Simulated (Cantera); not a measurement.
Charge: 1 mol MgF₂, 18 mol H₂, at 0.0550 bar.

Method: chemical equilibrium by Gibbs-energy minimisation in Cantera with the NASA 1993 tables (ideal gas, pure condensed phases). Candidate condensed phases: Mg, MgF₂; 17 gas species. The numbers say what is thermodynamically allowed, not how fast it happens.

x: gas mole fraction; n: condensed amount in mol.

```tsv
T (K)	x H₂	x HF	x Mg	x MgF₂	n MgF₂(s)
773	1.00	6.94e-11	3.38e-11	<1e-12	1.00
873	1.00	4.79e-9	2.39e-9	<1e-12	1.00
973	1.00	[?]	[?]	[?]	1.000
1073	1.000	2.09e-6	1.04e-6	6.05e-9	1.000
1173	1.000	[?]	[?]	[?]	1.000
1273	1.000	0.000130	6.47e-5	4.80e-6	0.999
1373	0.999	0.000651	0.000319	6.35e-5	0.993
1473	0.995	0.00260	0.00125	0.000582	0.965
```

Q: Some entries are withheld; supply them.

A: 
- 1173, x HF: 1.98e-5
- 1173, x Mg: 9.84e-6
- 1173, x MgF₂: 2.29e-7
- 973, x HF: 1.38e-7
- 973, x Mg: 6.87e-8
- 973, x MgF₂: 7.38e-11
